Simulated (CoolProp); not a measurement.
Model: reference Helmholtz-energy equation of state, Zhou 2012, in CoolProp.

Task: For ethylbenzene, give the phase and the cp (kJ/(kg K)), Joule-Thomson coefficient (K/MPa), isothermal compressibility (1/MPa), conductivity (mW/(m K)) at 302.9 K and 0.0659 MPa; 314.1 K and 0.0215 MPa; 337.4 K and 21.4 MPa.

Result: 
- 302.9 K and 0.0659 MPa: liquid; cp 1.76, Joule-Thomson coefficient -0.457, isothermal compressibility 0.000899, conductivity 127
- 314.1 K and 0.0215 MPa: liquid; cp 1.80, Joule-Thomson coefficient -0.442, isothermal compressibility 0.000975, conductivity 124
- 337.4 K and 21.4 MPa: liquid; cp 1.86, Joule-Thomson coefficient -0.436, isothermal compressibility 0.000916, conductivity 125

Thermal conductivity comes from a separate model (Mylona 2014).
